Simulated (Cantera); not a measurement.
## Ignition delay

Mixture: 17.5 % CH4, 1.49 % H2, 17.0 % O2, 64.0 % N2, at 27.6 atm, adiabatic and at constant volume. Ignition delay is the time to a rise of 400 K.

Model: GRI-Mech 3.0 (53 species, 325 reactions), integrated in Cantera. The pressure lies above the range GRI-Mech 3.0 was tuned for (to about 10 atm). Below about 1000 K GRI-Mech 3.0 lacks low-temperature oxidation paths.

```tsv
T0 (K)	delay (ms)
975	10.9
1075	2.02
1175	0.689
1275	0.310
1375	0.147
1475	0.0695
1575	0.0326
1675	0.0155
1775	0.00758
1875	0.00390
```

The apparent activation energy between 1675 and 1875 K is 180 kJ/mol.
